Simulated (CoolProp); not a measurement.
Aqueous ethylene glycol as a coolant, at 31 °C, 1 atm.

Model: Melinder's fits for secondary coolants, in CoolProp.

```
mass %  freezing point (°C)  density (kg/m³)  viscosity (mPa s)  Prandtl number  conductivity (W/(m K))
------  -------------------  ---------------  -----------------  --------------  ----------------------
1.4                    -0.4            996.6              0.805            5.49                   0.610
6.1                    -2.0             1003              0.888            6.21                   0.587
10.7                   -3.6             1008              0.988            7.09                   0.564
15.3                   -5.6             1014               1.11            8.14                   0.542
19.9                   -7.9             1020               1.24            9.35                   0.520
24.5                  -10.6             1026               1.39            10.7                   0.499
29.1                  -13.9             1032               1.56            12.3                   0.479
33.8                  -17.8             1038               1.75            14.1                   0.459
38.4                  -22.1             1044               1.97             ___                   0.440
43                    -27.1             1050               2.21            18.4                     ___
47.6                  -32.8             1056               2.49             ___                   0.405
```

Problem. Complete the blanks.

Solution. 
- 38.4, Prandtl number: 16.1
- 43, conductivity (W/(m K)): 0.422
- 47.6, Prandtl number: 21.0
